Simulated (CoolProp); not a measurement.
The numbers come from the reference Helmholtz-energy equation of state, de Vries 1995 in CoolProp.

Problem. Give the vapour pressure (bar), liquid cp (kJ/(kg K)), surface tension (mN/m) of saturated R124 at -61.35, -47.55 °C.

Solution. 
```
T (°C)  p (bar)  liquid cp (kJ/(kg K))  surface tension (mN/m)
------  -------  ---------------------  ----------------------
-61.35   0.0710                  0.993                    20.7
-47.55    0.172                   1.01                    18.8
```

Surface tension comes from a separate correlation (Mulero 2012).
